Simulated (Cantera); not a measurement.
Feed: 1 mol Zr, 0.13 mol NH3, 0.53 mol N2, at 48.0 Pa.

Equilibrium computed with Cantera from the NASA thermochemical tables; the gas is ideal and each condensed phase is pure. Candidate condensed phases: Zr, ZrN; 11 gas species. ZrN: taken at fixed stoichiometry. The numbers say what is thermodynamically allowed, not how fast it happens.

log p: log10 of the partial pressure in bar; n: condensed amount in mol.

| T (K) | log p H | log p H2 | log p N2 | log p Zr | log p N | log p NH | log p ZrN | n ZrN(s) |
|---|---|---|---|---|---|---|---|---|
| 2023 | -4.49 | -3.53 | -3.82 | -11.17 | … | -11.85 | <-15 | 1.00 |
| 2098 | -4.29 | -3.55 | -3.83 | -10.28 | … | -11.54 | <-15 | 1.00 |
| 2173 | -4.11 | -3.59 | -3.84 | -9.45 | … | -11.25 | <-15 | 1.00 |
| 2248 | -3.95 | -3.64 | -3.86 | -8.68 | … | -11.00 | <-15 | 1.000 |
| 2323 | -3.82 | -3.71 | -3.88 | -7.95 | … | -10.78 | -14.95 | 1.000 |
| 2398 | -3.70 | -3.80 | -3.90 | -7.27 | … | -10.59 | -14.22 | 1.000 |
| 2473 | -3.61 | -3.92 | -3.93 | -6.63 | … | -10.42 | -13.53 | 1.000 |
| 2548 | -3.55 | -4.07 | -3.96 | -6.02 | … | -10.29 | -12.89 | 0.999 |
| 2623 | -3.50 | -4.25 | -3.98 | -5.45 | … | -10.18 | -12.28 | 0.997 |
| 2698 | -3.48 | -4.46 | -3.99 | -4.92 | … | -10.09 | -11.71 | 0.988 |
| 2773 | -3.50 | -4.73 | -3.98 | -4.43 | … | -10.04 | -11.17 | 0.959 |

Q: Some entries are withheld; supply them.

A: 
- 2023, log p N: -10.81
- 2098, log p N: -10.37
- 2173, log p N: -9.97
- 2248, log p N: -9.59
- 2323, log p N: -9.24
- 2398, log p N: -8.91
- 2473, log p N: -8.61
- 2548, log p N: -8.32
- 2623, log p N: -8.05
- 2698, log p N: -7.79
- 2773, log p N: -7.53
